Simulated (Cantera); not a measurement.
A perfectly stirred reactor is fed with CH₃OH : O₂ : N₂ : H₂O = 1 : 2.5 : 9.4 : 0.96 (molar parts), at 1000000 Pa; it is adiabatic with a 400 K inlet, and is followed from long to short residence time, starting on the burning branch (τ in s: 0.06, 0.026, 0.011, 0.005, 0.0022, 0.00097, 0.00042, 0.00019, 8.1e-05, 3.6e-05, 1.6e-05).

Model: GRI-Mech 3.0 (53 species, 325 reactions), integrated in Cantera. GRI-Mech 3.0 was tuned for natural gas; its chemistry of methanol as a main component is partial and can be far from experiment.

Problem. Predict: blow-out, bracketed by the residence times tried; x(CH₃OH) at τ = 60.0 ms; x(O₂) at τ = 60.0 ms; x(CH₂O) at τ = 60.0 ms; x(N₂O) at τ = 60.0 ms; x(CH₃OH) at τ = 0.970 ms; x(O₂) at τ = 0.970 ms; x(CH₂O) at τ = 0.970 ms; x(N₂O) at τ = 0.970 ms.

Solution. 
```json
{
 "blow_out_bracketed_by_the_residence_times_tried": "burning at 0.970 ms, out at 0.420 ms",
 "x(CH₃OH) at τ = 60.0 ms": "3.06e-6",
 "x(O₂) at τ = 60.0 ms": "0.0696",
 "x(CH₂O) at τ = 60.0 ms": "2.04e-6",
 "x(N₂O) at τ = 60.0 ms": "5.06e-7",
 "x(CH₃OH) at τ = 0.970 ms": "0.000101",
 "x(O₂) at τ = 0.970 ms": "0.0719",
 "x(CH₂O) at τ = 0.970 ms": "6.94e-5",
 "x(N₂O) at τ = 0.970 ms": "1.56e-6"
}
```
